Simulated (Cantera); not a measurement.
**Thermodynamics of abatement and gas-phase synthesis, feed HCl + O2 + N2**

Charge: 1 mol HCl, 0.025 mol O2, 0.28 mol N2, equilibrated at 2900 K and 110000 Pa.

Method: chemical equilibrium by Gibbs-energy minimisation in Cantera with the NASA 1993 tables (ideal gas, pure condensed phases). Candidate condensed phases: H2O, NH4Cl; 29 gas species. The numbers say what is thermodynamically allowed, not how fast it happens.

| Item | Value |
|---|---|
| x(HCl) | 0.519 |
| x(N2) | 0.195 |
| x(Cl) | 0.178 |
| x(H2) | 0.0478 |
| x(H2O) | 0.0279 |
| x(H) | 0.0240 |
| x(OH) | 0.00428 |
| x(O) | 0.00133 |
| x(NO) | 0.000804 |
| gas amount | 1.431 mol |
